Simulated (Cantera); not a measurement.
An isothermal, constant-pressure homogeneous reactor starts with CH4 : H2 = 0.0064 : 1 (molar parts), at 1625 K and 33.0 Torr. Integrator tolerance rtol = 1e-08.

Detailed kinetics in Cantera: GRI-Mech 3.0 (53 species, 325 reactions). GRI-Mech 3.0 stops at C3 and has no aromatics, soot or wall deposition, so with more carbon than oxygen in the feed, carbon stays in small species such as C2H2 where larger ones or solid carbon would form. Radical loss at walls, strong at low pressure, is not modelled.

Q: What does this change do: H2 1 to 0.16 parts?

A: 
```json
[
 {"quantity": "x(CH4) at 10.0 s", "before": "0.00304 (gas-phase equilibrium 0.000572)", "after": "0.00529 (gas-phase equilibrium 0.00139)"},
 {"quantity": "x(H2) at 10.0 s", "before": "0.995 (gas-phase equilibrium 0.996)", "after": "0.978 (gas-phase equilibrium 0.980)"},
 {"quantity": "x(CH2) at 10.0 s", "before": "6.57e-9 (gas-phase equilibrium 1.28e-9)", "after": "1.14e-8 (gas-phase equilibrium 3.17e-9)"},
 {"quantity": "x(H) at 10.0 s", "before": "0.000333 (gas-phase equilibrium 0.000338)", "after": "0.000328 (gas-phase equilibrium 0.000335)"},
 {"quantity": "x(CH3) at 10.0 s", "before": "2.07e-5 (gas-phase equilibrium 3.94e-6)", "after": "3.60e-5 (gas-phase equilibrium 9.67e-6)"},
 {"quantity": "x(C2H) at 10.0 s", "before": "2.09e-9 (gas-phase equilibrium 3.72e-9)", "after": "2.04e-8 (gas-phase equilibrium 2.33e-8)"},
 {"quantity": "x(C2H6) at 10.0 s", "before": "2.64e-8 (gas-phase equilibrium 1.75e-9)", "after": "8.35e-8 (gas-phase equilibrium 1.06e-8)"}
]
```
